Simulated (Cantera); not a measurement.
An adiabatic, constant-pressure homogeneous reactor starts with CO : H2 : CH4 : O2 : N2 : CO2 = 1 : 0.61 : 0.65 : 5.87 : 22.1 : 8.8 (molar parts), at 1775 K and 0.385 atm.

Cantera simulation using GRI-Mech 3.0 (53 species, 325 reactions); the numbers are that mechanism's predictions, not measurements.

Q: Predict: time of steepest temperature rise; temperature at 0.700 s; equilibrium temperature; x(CO) at 0.700 s; x(H2) at 0.700 s; x(H) at 0.700 s; x(N2O) at 0.700 s.

A: 
- time of steepest temperature rise = 0.106 ms
- temperature at 0.700 s = 2238 K
- equilibrium temperature = 2237 K
- x(CO) at 0.700 s = 0.0104 (gas-phase equilibrium 0.0104)
- x(H2) at 0.700 s = 0.000349 (gas-phase equilibrium 0.000348)
- x(H) at 0.700 s = 0.000209 (gas-phase equilibrium 0.000208)
- x(N2O) at 0.700 s = 2.32e-7 (gas-phase equilibrium 2.35e-7)
